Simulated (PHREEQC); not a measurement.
Solution (25 °C): 0.0028 mol/kgw MgCl2. Closed to the air; pH follows from the charge balance.

All values are PHREEQC results (ion-association model, phreeqc.dat), not measurements.

Each row changes one thing in this solution. No solid was allowed to form.

```json
[
 {"case": "as made", "pH": "6.88", "MgOH+ (mol/kgw)": "5.86e-8"},
 {"case": "temperature from 25 to 5 °C", "pH": "7.27", "MgOH+ (mol/kgw)": "2.08e-8"},
 {"case": "0.0002 mol/kgw H2SO4 added", "pH": "3.44", "MgOH+ (mol/kgw)": "2.08e-11"},
 {"case": "0.00015 mol/kgw NaHCO3 added", "pH": "7.94", "MgOH+ (mol/kgw)": "6.66e-7"},
 {"case": "MgCl2 from 0.0028 to 0.0056 mol/kgw", "pH": "6.82", "MgOH+ (mol/kgw)": "9.30e-8"}
]
```

Away from 25 °C the constants follow the database's enthalpies or fits; those with neither stay at their 25 °C values.
